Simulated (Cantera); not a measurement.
A perfectly stirred reactor is fed with 7.86 % CH₄, 10.4 % O₂, 81.7 % N₂, equivalence ratio 1.5, at 10.0 bar; it is adiabatic with a 700 K inlet, and is followed from long to short residence time, starting on the burning branch (τ in s: 0.28, 0.092, 0.03, 0.0098, 0.0032, 0.001, 0.00034, 0.00011, 3.6e-05, 1.2e-05, 3.8e-06).

Detailed kinetics in Cantera: GRI-Mech 3.0 (53 species, 325 reactions).

Question: Predict: blow-out, bracketed by the residence times tried; x(CH₄) at τ = 0.280 s; x(O₂) at τ = 0.280 s; x(HO₂) at τ = 0.280 s; x(CH₃) at τ = 0.280 s; x(C₂H₄) at τ = 0.280 s; x(CH₄) at τ = 1.00 ms; x(O₂) at τ = 1.00 ms.

Answer: 
```json
{
 "blow_out_bracketed_by_the_residence_times_tried": "burning at 3.20 ms, out at 1.00 ms",
 "x(CH₄) at τ = 0.280 s": "0.00577",
 "x(O₂) at τ = 0.280 s": "0.000319",
 "x(HO₂) at τ = 0.280 s": "1.01e-7",
 "x(CH₃) at τ = 0.280 s": "3.47e-5",
 "x(C₂H₄) at τ = 0.280 s": "7.85e-5",
 "x(CH₄) at τ = 1.00 ms": "0.0786",
 "x(O₂) at τ = 1.00 ms": "0.104"
}
```
